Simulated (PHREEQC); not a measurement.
A solution holds 0.0015 mol ZnSO4, 4.2e-05 mol H3BO3 and 0.00019 mol H2SO4 per kg of water, at 25 °C. Closed to the air; pH follows from the charge balance.

Equilibrium calculation in PHREEQC: ion-association model, phreeqc.dat.

Precipitation was switched off in this run.

What pH, ionic strength does the model give?

pH 3.49; ionic strength 0.00558 mol/kgw.

In which forms is Zn present?

Zn+2 85 %, ZnSO4 15 % of the Zn.
